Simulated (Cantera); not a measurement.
An isothermal, constant-pressure homogeneous reactor starts with H2 : O2 : N2 = 1.5 : 1 : 0.71 (molar parts), equivalence ratio 0.75, at 800 K and 0.405 atm. Integrator tolerance rtol = 1e-08.

Computed with Cantera and GRI-Mech 3.0 (53 species, 325 reactions). Below about 950 K walls govern HO2 and H2O2 in real vessels. The temperature is held fixed by assumption; the heat of reaction is taken as removed at once.

Q: What does this change do: temperature 800 to 1025 K?

A: 
```
quantity                                            before                                      after
----------------  ----------------------------------------  -----------------------------------------
x(H2) at 1.00 s       0.467 (gas-phase equilibrium <1e-12)  0.000126 (gas-phase equilibrium 5.44e-10)
x(O2) at 1.00 s        0.312 (gas-phase equilibrium 0.102)        0.102 (gas-phase equilibrium 0.102)
x(HO2) at 1.00 s  4.94e-7 (gas-phase equilibrium 1.96e-11)    2.42e-6 (gas-phase equilibrium 1.58e-9)
x(OH) at 1.00 s   1.42e-12 (gas-phase equilibrium 2.25e-9)    2.61e-7 (gas-phase equilibrium 4.78e-7)
x(O) at 1.00 s     5.98e-12 (gas-phase equilibrium <1e-12)   4.76e-9 (gas-phase equilibrium 1.65e-10)
```

Q: What does this change do: temperature 800 to 1225 K?

A: 
```tsv
quantity	before	after
x(H2) at 1.00 s	0.467 (gas-phase equilibrium <1e-12)	6.37e-8 (gas-phase equilibrium 6.36e-8)
x(O2) at 1.00 s	0.312 (gas-phase equilibrium 0.102)	0.102 (gas-phase equilibrium 0.102)
x(HO2) at 1.00 s	4.94e-7 (gas-phase equilibrium 1.96e-11)	2.02e-8 (gas-phase equilibrium 2.02e-8)
x(OH) at 1.00 s	1.42e-12 (gas-phase equilibrium 2.25e-9)	1.08e-5 (gas-phase equilibrium 1.08e-5)
x(O) at 1.00 s	5.98e-12 (gas-phase equilibrium <1e-12)	2.12e-8 (gas-phase equilibrium 2.11e-8)
```
